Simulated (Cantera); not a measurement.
A freely propagating, adiabatic, planar premixed flame of H₂ : O₂ : N₂ = 1 : 0.385 : 1.45 (molar parts), unburnt at 423 K and 1.01 bar; mixture-averaged transport, grid criteria slope 0.08 and curve 0.16, no radiation.

Computed with Cantera and the H2/O2 subset of GRI-Mech 3.0, which has no nitrogen chemistry. Burning velocities carry a grid error of a few per cent, more on coarse grids.

Task: Predict: laminar burning velocity; thermal thickness; peak x(O); peak x(H); peak x(OH).

Result: 
```json
{
 "laminar_burning_velocity": "486 cm/s",
 "thermal_thickness": "0.389 mm",
 "peak x(O)": "0.00813",
 "peak x(H)": "0.0712",
 "peak x(OH)": "0.0128"
}
```
